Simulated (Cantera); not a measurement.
**NO annealing gas**

An isothermal, constant-pressure homogeneous reactor starts with NO : N2 = 1 : 0.24 (molar parts), at 1700 K and 0.240 bar.

Detailed kinetics in Cantera: GRI-Mech 3.0 (53 species, 325 reactions).

| t (s) | x NO | x O2 | x N2O | x NO2 | x N2 | x O |
|---|---|---|---|---|---|---|
| 8.00e-6 | 0.806 | 2.37e-11 | 1.12e-7 | 3.04e-9 | 0.194 | 1.09e-7 |
| 7.08e-5 | 0.806 | 1.63e-9 | 9.88e-7 | 2.05e-7 | 0.194 | 7.86e-7 |
| 0.000626 | 0.806 | 8.02e-8 | 8.60e-6 | 6.64e-6 | 0.194 | 2.21e-6 |
| 0.00554 | 0.806 | 6.42e-6 | 6.65e-5 | 7.28e-5 | 0.194 | 4.64e-6 |
| 0.0490 | 0.805 | 0.000475 | 0.000229 | 0.000212 | 0.194 | 9.18e-6 |
| 0.433 | 0.794 | 0.00588 | 0.000235 | 0.000281 | 0.200 | 1.17e-5 |
| 3.83 | 0.707 | 0.0492 | 0.000182 | 0.000537 | 0.243 | 2.25e-5 |
| 33.9 | 0.335 | 0.235 | 3.85e-5 | 0.000541 | 0.429 | 4.52e-5 |
| 300 | 0.0311 | 0.388 | 4.03e-7 | 6.47e-5 | 0.581 | 5.72e-5 |
x: mole fraction; the columns are a selection and need not sum to one.

Equilibrium at this temperature and pressure: NO 0.00350, O2 0.401, N2O 8.71e-8, NO2 7.41e-6, N2 0.595, O 5.82e-5 (gas phase only).
